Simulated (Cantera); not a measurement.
## Thermodynamics of iron carbonyl, mercury and lead vapours, feed Hg + H₂ + N₂

Charge: 1 mol Hg, 0.19 mol H₂, 0.11 mol N₂, at 6.10 bar.

These are equilibrium values from Cantera (NASA tables, ideal gas, pure condensed phases), not measurements of a reactor. Candidate condensed phases: Hg; 10 gas species. Equilibrium is a limit: real reactors are often held back by kinetics, nucleation or transport.

| T (K) | x Hg | x H₂ | x N₂ | x NH₃ | n Hg(l) |
|---|---|---|---|---|---|
| 523 | 0.0161 | 0.451 | 0.334 | 0.199 | 0.996 |
| 623 | 0.145 | 0.511 | 0.309 | 0.0352 | 0.951 |
| 723 | 0.699 | 0.190 | 0.110 | 0.00118 | 0.307 |
| 823 | 0.769 | 0.146 | 0.0845 | 0.000236 | 0 |
| 923 | 0.769 | 0.146 | 0.0846 | 1.00e-4 | 0 |
| 1023 | 0.769 | 0.146 | 0.0846 | 4.97e-5 | 0 |
| 1123 | 0.769 | 0.146 | 0.0846 | 2.78e-5 | 0 |
| 1223 | 0.769 | 0.146 | 0.0846 | 1.70e-5 | 0 |
| 1323 | 0.769 | 0.146 | 0.0846 | 1.12e-5 | 0 |
| 1423 | 0.769 | 0.146 | 0.0846 | 7.84e-6 | 0 |
| 1523 | 0.769 | 0.146 | 0.0846 | 5.73e-6 | 0 |
| 1623 | 0.769 | 0.146 | 0.0846 | 4.36e-6 | 0 |
x: gas mole fraction; n: condensed amount in mol.

From 523 K to 723 K the condensed part is Hg(l). From 823 K to 1623 K nothing is condensed. The main Hg-bearing gas is Hg throughout.
